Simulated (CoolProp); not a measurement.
Vapour-liquid equilibrium of propane (1) + benzene (2) at 292.7 K; x and y are mole fractions of (1).

The numbers come from the multi-fluid Helmholtz-energy mixture model, Lemmon 2009 and Thol 2012; pair parameters Bell 2016 in CoolProp.

```tsv
x	bubble pressure (MPa)	y at the bubble point	dew pressure at overall composition x (MPa)	liquid density (mol/L)
0.05	___	0.894	___	11.30
0.125	0.1913	0.950	0.01122	11.37
0.2	0.2701	0.966	0.01227	11.44
0.275	0.3347	0.973	0.01354	11.50
0.35	0.3897	0.978	0.01510	11.56
0.425	0.4385	___	0.01707	11.60
0.5	0.4837	0.984	0.01962	11.64
0.575	0.5274	0.986	___	11.67
0.65	0.5713	0.988	0.02800	11.68
0.725	0.6169	0.991	0.03561	11.67
0.8	0.6658	0.993	0.04887	11.63
0.875	0.7195	0.995	0.07786	11.57
0.95	0.7804	___	0.1899	___
```

### Question
Some entries are withheld; supply them.

### Answer

- 0.05, bubble pressure (MPa): 0.09175
- 0.05, dew pressure at overall composition x (MPa): 0.01033
- 0.425, y at the bubble point: 0.981
- 0.575, dew pressure at overall composition x (MPa): 0.02308
- 0.95, y at the bubble point: 0.998
- 0.95, liquid density (mol/L): 11.46

No azeotrope shows between x = 0.05 and 0.95.

Pair parameters are fitted to limited data, so mixtures are less certain than the pure fluids. The gap from Raoult's law changes sign with composition, which may be real or a fault of the pair parameters; it wasn't checked against measurements. With so large a gap from Raoult's law the liquid may split in two, which this calculation doesn't test in full.
